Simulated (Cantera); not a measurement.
Cantera run:

```python
import numpy as np
import cantera as ct

gas_names = [...]  # 109 gases of nasa_gas.yaml made of C, Cl, H, Si
cond_names = """
    C(gr) C6H6(L) C7H8(L) C8H18(L),n-octa Si(cr) Si(L) SiC(b)
""".split()


# ... load() reads the species with a 1 bar reference pressure and builds the phases ...
atoms = {
    'SiH2Cl2': {'Si': 1, 'H': 2, 'CL': 2},
    'C3H8': {'C': 3, 'H': 8},
    'H2': {'H': 2},
}
top_T = {'C(gr)': 4500, 'SiC(b)': 3050}  # K; cautious upper limits of use, not melting points


# ... equilibrate(T, P, feed) seeds the gas with the atoms and calls Mixture.equilibrate('TP', solver="vcs", rtol=1e-11, max_steps=5000) ...
results = []
feed = {'SiH2Cl2': 1, 'C3H8': 0.066, 'H2': 1400}  # mol
P = 56000  # Pa
for T in [1600, 1625, 1650, 1675, 1700, 1725, 1750, 1775, 1800, 1825, 1850, 1875]:
    mix = equilibrate(T, P, feed)
    results.append((T, P, feed, dict(zip(mix.species_names, mix.species_moles))))
    x = sorted(zip(gas.X, gas.species_names), reverse=True)
    print(f"T = {T:g} K  P = {P:g} Pa  gas = {mix.phase_moles(0):.4g} mol")
    print("   x: " + "  ".join(f"{s} {v:.3e}" for v, s in x if v > 0.0001))
    print("   condensed (mol): " + ("  ".join(f"{mix.phase(i).name} {mix.phase_moles(i):.4g}"
          for i in range(1, mix.n_phases) if mix.phase_moles(i) > 1e-12) or "none"))
```

It prints:

```
T = 1600 K  P = 56000 Pa  gas = 1402 mol
   x: H2 9.985e-01  HCL 1.412e-03
   condensed (mol): Si(cr) 0.7966  SiC(b) 0.1845
T = 1625 K  P = 56000 Pa  gas = 1402 mol
   x: H2 9.985e-01  HCL 1.412e-03
   condensed (mol): Si(cr) 0.7935  SiC(b) 0.1848
T = 1650 K  P = 56000 Pa  gas = 1402 mol
   x: H2 9.984e-01  HCL 1.411e-03  H 1.213e-04
   condensed (mol): Si(cr) 0.7897  SiC(b) 0.185
T = 1675 K  P = 56000 Pa  gas = 1402 mol
   x: H2 9.984e-01  HCL 1.411e-03  H 1.550e-04
   condensed (mol): Si(cr) 0.7847  SiC(b) 0.1852
T = 1700 K  P = 56000 Pa  gas = 1402 mol
   x: H2 9.984e-01  HCL 1.411e-03  H 1.967e-04
   condensed (mol): Si(L) 0.7795  SiC(b) 0.1852
T = 1725 K  P = 56000 Pa  gas = 1402 mol
   x: H2 9.983e-01  HCL 1.412e-03  H 2.480e-04
   condensed (mol): Si(L) 0.7744  SiC(b) 0.1847
T = 1750 K  P = 56000 Pa  gas = 1402 mol
   x: H2 9.982e-01  HCL 1.412e-03  H 3.105e-04
   condensed (mol): Si(L) 0.7679  SiC(b) 0.1842
T = 1775 K  P = 56000 Pa  gas = 1403 mol
   x: H2 9.982e-01  HCL 1.412e-03  H 3.864e-04
   condensed (mol): Si(L) 0.7597  SiC(b) 0.1836
T = 1800 K  P = 56000 Pa  gas = 1403 mol
   x: H2 9.981e-01  HCL 1.412e-03  H 4.780e-04
   condensed (mol): Si(L) 0.7494  SiC(b) 0.183
T = 1825 K  P = 56000 Pa  gas = 1403 mol
   x: H2 9.979e-01  HCL 1.412e-03  H 5.879e-04
   condensed (mol): Si(L) 0.7364  SiC(b) 0.1823
T = 1850 K  P = 56000 Pa  gas = 1403 mol
   x: H2 9.978e-01  HCL 1.412e-03  H 7.191e-04
   condensed (mol): Si(L) 0.7202  SiC(b) 0.1815
T = 1875 K  P = 56000 Pa  gas = 1403 mol
   x: H2 9.976e-01  HCL 1.412e-03  H 8.749e-04
   condensed (mol): Si(L) 0.6999  SiC(b) 0.1805
```

Cantera equilibrium calculation (NASA polynomials, part measured and part estimated; ideal gas, pure solids and liquids). Mutual solubility and eutectic melting of coexisting phases are not modelled. Gases not in the tables: Si2H6 and higher silanes.
